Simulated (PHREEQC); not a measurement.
## Sulfide liquor: an equilibrium model

Dissolve 0.28 mmol/kgw H2S and 22 mmol/kgw FeCl2 at 45 °C. Closed to the air; pH follows from the charge balance.

The numbers come from PHREEQC with the ion-association model, phreeqc.dat.

No solid was allowed to form.

**Question.** What pH, specific conductance, density does the model give?

**Answer.** pH 4.50; specific conductance 6750 µS/cm; density 0.993 g/cm³.

**Question.** In which forms is Cl present?

**Answer.** Cl- 99 %, FeCl+ 1.3 % of the Cl.

Species that the database lacks are ignored. Away from 25 °C the constants follow the database's enthalpies or fits; those with neither stay at their 25 °C values.
